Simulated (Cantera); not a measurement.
A freely propagating, adiabatic, planar premixed flame of 29.6 % H₂, 14.8 % O₂, 55.6 % N₂, equivalence ratio 1.0, unburnt at 500 K and 760 Torr; mixture-averaged transport, grid criteria slope 0.08 and curve 0.16, no radiation.

Model: the H2/O2 subset of GRI-Mech 3.0, which has no nitrogen chemistry, integrated in Cantera. Burning velocities carry a grid error of a few per cent, more on coarse grids.

Question: Predict: laminar burning velocity; thermal thickness; peak x(HO₂); peak x(H); peak x(OH).

Answer: 
- laminar burning velocity = 537 cm/s
- thermal thickness = 0.431 mm
- peak x(HO₂) = 0.000380
- peak x(H) = 0.0541
- peak x(OH) = 0.0176
